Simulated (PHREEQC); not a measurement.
1 kg of water holding 0.3 mol NaCl meets 20 L of dry gas (CO2 1 by moles) at fixed total pressure, at 5 atm; fugacities by Peng-Robinson. The gases take part in no redox reaction, some water evaporates into the gas, and hydrates or a liquid gas phase aren't modelled. Precipitation was switched off in this run.

Model: Pitzer model, pitzer.dat, run in PHREEQC.

```csv
T (°C),dissolved CO2 (all carbonate carbon) (mol/kgw),φ of CO2,pH
10,0.245,0.968,3.52
20,0.180,0.971,3.54
30,0.138,0.974,3.57
40,0.109,0.976,3.60
50,0.0889,0.979,3.64
60,0.0741,0.981,3.68
70,0.0629,0.982,3.72
80,0.0539,0.984,3.77
90,0.0463,0.986,3.82
```

Constants without temperature data keep their 25 °C values here.
